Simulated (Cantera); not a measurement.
Cantera run:

```python
import numpy as np
import cantera as ct

gas_names = """
    Br Br2 H HBr H2 Si SiBr SiBr2 SiBr3 SiBr4 SiH SiHBr3 SiH2 SiH2Br2 SiH3 SiH3Br SiH4 Si2 Si3
""".split()
cond_names = """
    Br2(cr) Br2(L) Si(cr) Si(L)
""".split()


# ... load() reads the species with a 1 bar reference pressure and builds the phases ...
atoms = {
    'Si': {'Si': 1},
    'HBr': {'H': 1, 'Br': 1},
    'H2': {'H': 2},
}
top_T = {}  # K; cautious upper limits of use, not melting points


# ... equilibrate(T, P, feed) seeds the gas with the atoms and calls Mixture.equilibrate('TP', solver="vcs", rtol=1e-11, max_steps=5000) ...
results = []
feed = {'Si': 1, 'HBr': 8.3, 'H2': 4.5}  # mol
P = 87  # Pa
for T in [1323, 1348, 1373, 1398, 1423, 1448, 1473, 1498, 1523, 1548, 1573, 1598]:
    mix = equilibrate(T, P, feed)
    results.append((T, P, feed, dict(zip(mix.species_names, mix.species_moles))))

top = {s: max(r[3][s] / sum(r[3][g] for g in gas_names) for r in results) for s in gas_names}
cols = sorted((s for s in top if top[s] > 1e-06), key=lambda s: -top[s])[:7]
seen = [c for c in cond_names if any(r[3].get(c, 0) > 1e-12 for r in results)]
print("log10 of partial pressures in bar; condensed amounts in mol")
print(f"{'T/K':>10s}" + "".join(f"{s[:9]:>10s}" for s in cols + seen))
for T, P, feed, n in results:
    ng = sum(n[g] for g in gas_names)
    print(f"{T:10.4g}" + "".join(f"{np.log10(max(n[s] / ng * P / 1e5, 1e-99)):10.3f}" for s in cols)
          + "".join(f"{n.get(c, 0):10.4g}" for c in seen))
```

Result:

```
log10 of partial pressures in bar; condensed amounts in mol
       T/K       HBr        H2        Br     SiBr2     SiBr4     SiBr3         H
      1323    -3.384    -3.418    -5.143    -4.202    -5.538    -5.657    -7.509
      1348    -3.385    -3.420    -5.031    -4.194    -5.731    -5.726    -7.346
      1373    -3.387    -3.420    -4.924    -4.188    -5.923    -5.797    -7.188
      1398    -3.390    -3.420    -4.823    -4.185    -6.112    -5.868    -7.035
      1423    -3.395    -3.419    -4.727    -4.183    -6.299    -5.939    -6.887
      1448    -3.400    -3.419    -4.636    -4.182    -6.482    -6.010    -6.745
      1473    -3.407    -3.417    -4.549    -4.182    -6.664    -6.081    -6.606
      1498    -3.415    -3.416    -4.466    -4.182    -6.843    -6.152    -6.473
      1523    -3.424    -3.414    -4.389    -4.183    -7.020    -6.223    -6.343
      1548    -3.435    -3.412    -4.315    -4.184    -7.196    -6.294    -6.217
      1573    -3.447    -3.409    -4.246    -4.186    -7.370    -6.365    -6.095
      1598    -3.461    -3.407    -4.181    -4.188    -7.544    -6.436    -5.977
```

Equilibrium computed with Cantera from the NASA thermochemical tables; the gas is ideal and each condensed phase is pure. The tables' values for SiBr3, SiBr are old estimates; treat these amounts as uncertain.
